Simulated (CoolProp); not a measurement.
Ethylene along the isotherm 314.7 K: density (kg/m³) from the reference equation and from simpler models built on Tc = 282.4 K, pc = 5.042 MPa, ω = 0.087; each cubic takes its own stable root.

Computed with CoolProp (reference Helmholtz-energy equation of state, Smukala 2000).

```tsv
p (MPa)	phase	reference
0.0239	gas	0.2565
0.0491	gas	0.5277
0.101	gas	1.088
0.207	gas	2.242
0.425	gas	4.652
0.873	gas	9.777
1.79	gas	21.09
3.68	gas	49.16
7.56	supercritical	156.0
```

How far does each simpler model (ideal gas, Redlich-Kwong) lie from the reference over these 9 states: mean and median of the absolute difference, and the worst?


- ideal gas: mean 9.4 %, median 2.0 %, worst -48.0 % at 314.7 K and 7.56 MPa
- Redlich-Kwong: mean 0.2 %, median 0.1 %, worst +0.5 % at 314.7 K and 3.68 MPa
